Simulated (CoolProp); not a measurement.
The fluid at 293.15 K and 0.832 MPa flows at 0.33 m/s in a round tube of 4.6 mm bore and 0.25 µm roughness, fully developed (64/Re and Nu = 3.66 if laminar; Colebrook and Gnielinski if turbulent). The same conditions are run with several fluids, on thermodynamics alone (safety and materials aside).

Computed with CoolProp (reference Helmholtz-energy equation of state of each fluid (n-pentane: Thol 2019; R152A: Outcalt 1996; n-butane: Bücker 2006; ethanol: Schroeder 2014)).

Rank n-pentane, R152A, n-butane, ethanol by Reynolds number, highest first.

R152A (8070), n-butane (5250), n-pentane (4980), ethanol (1000)

```
fluid      Darcy friction factor  pressure drop (Pa/m)  heat-transfer coefficient (W/(m² K))  mass flow (kg/h)
---------  ---------------------  --------------------  ------------------------------------  ----------------
n-pentane                 0.0375                   278                                   786              12.4
R152A                     0.0328                   354                                  1030              18.0
n-butane                  0.0369                   253                                   774              11.4
ethanol                   0.0640                   598                                   131              15.6
```

Transport values come from each fluid's own correlations; those of n-pentane, R152A are estimates that may be off by 10 % or more.
